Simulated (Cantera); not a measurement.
Feed: 1 mol PH₃, 0.036 mol O₂, 2 mol H₂, at 2798 K and 10.0 mbar.

Equilibrium computed with Cantera from the NASA thermochemical tables; the gas is ideal and each condensed phase is pure. Candidate condensed phases: H₂O, P, P₄O₁₀; 17 gas species. Gases not in the tables: HPO₂, HPO₃ and P₄O₆. Kinetics and transport are ignored.

Base state: H 0.497, H₂ 0.374, P 0.0665, P₂ 0.0490, PO 0.0123, PH 0.00136, H₂O 0.000310, OH 0.000115 (mole fractions); condensed: gas only.

**Question.** What changes in the equilibrium state with this change: temperature from 2798 K to 1150 K?

**Answer.** 
```csv
species,before,after
H₂,0.374,0.874
P₂,0.0490,0.0878
P₄,9.13e-9,0.0198
H,0.497,6.98e-7
P,0.0665,2.02e-8
PO,0.0123,4.23e-5
H₂O,0.000310,0.0183
OH,0.000115,<1e-9
O,9.65e-5,<1e-9
PH,0.00136,1.17e-7
```
